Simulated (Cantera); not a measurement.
A Cantera script and what it prints.

```python
import numpy as np
import cantera as ct

gas_names = """
    H HO2 H2 H2O H2O2 O OH O2 O3 Zr ZrO ZrO2
""".split()
cond_names = """
    H2O(s) H2O(L) Zr(a) Zr(b) Zr(L) ZrO2(a) ZrO2(b) ZrO2(L)
""".split()


# ... load() reads the species with a 1 bar reference pressure and builds the phases ...
atoms = {
    'Zr': {'Zr': 1},
    'O2': {'O': 2},
    'H2': {'H': 2},
}
top_T = {}  # K; cautious upper limits of use, not melting points


# ... equilibrate(T, P, feed) seeds the gas with the atoms and calls Mixture.equilibrate('TP', solver="vcs", rtol=1e-11, max_steps=5000) ...
results = []
feed = {'Zr': 1, 'O2': 0.076, 'H2': 14}  # mol
P = 18000  # Pa
for T in [1323, 1398, 1473, 1548, 1623, 1698, 1773, 1848, 1923, 1998, 2073]:
    mix = equilibrate(T, P, feed)
    results.append((T, P, feed, dict(zip(mix.species_names, mix.species_moles))))

top = {s: max(r[3][s] / sum(r[3][g] for g in gas_names) for r in results) for s in gas_names}
cols = sorted((s for s in top if top[s] > 1e-05), key=lambda s: -top[s])[:6]
seen = [c for c in cond_names if any(r[3].get(c, 0) > 1e-12 for r in results)]
print("log10 of partial pressures in bar; condensed amounts in mol")
print(f"{'T/K':>10s}" + "".join(f"{s[:9]:>10s}" for s in cols + seen))
for T, P, feed, n in results:
    ng = sum(n[g] for g in gas_names)
    print(f"{T:10.4g}" + "".join(f"{np.log10(max(n[s] / ng * P / 1e5, 1e-99)):10.3f}" for s in cols)
          + "".join(f"{n.get(c, 0):10.4g}" for c in seen))
```

Result:

```
log10 of partial pressures in bar; condensed amounts in mol
       T/K        H2         H     Zr(b)   ZrO2(a)   ZrO2(b)
      1323    -0.745    -6.172     0.924     0.076         0
      1398    -0.745    -5.697     0.924     0.076         0
      1473    -0.745    -5.270     0.924     0.076         0
      1548    -0.745    -4.884     0.924         0     0.076
      1623    -0.745    -4.533     0.924         0     0.076
      1698    -0.745    -4.212     0.924         0     0.076
      1773    -0.745    -3.918     0.924         0     0.076
      1848    -0.745    -3.648     0.924         0     0.076
      1923    -0.746    -3.399     0.924         0     0.076
      1998    -0.746    -3.168     0.924         0   0.07599
      2073    -0.747    -2.954     0.924         0   0.07598
```

These are equilibrium values from Cantera (NASA tables, ideal gas, pure condensed phases), not measurements of a reactor. Mutual solubility and eutectic melting of coexisting phases are not modelled. Condensed phases not in the tables: N, O or C dissolved in the metal.
